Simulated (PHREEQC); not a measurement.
A solution holds 30 mmol/kgw HCl, 0.54 mmol/kgw ZnSO4 and 0.63 mmol/kgw MnSO4, at 25 °C. Closed to the air; pH follows from the charge balance.

Equilibrium calculation in PHREEQC: ion-association model, phreeqc.dat.

No solid was allowed to form.

Q: Estimate the pH.

A: pH 1.59.

Q: In which forms is Mn present?

A: Mn+2 92 %, MnCl+ 5.9 %, MnSO4 2.0 % of the Mn.

Species that the database lacks are ignored.
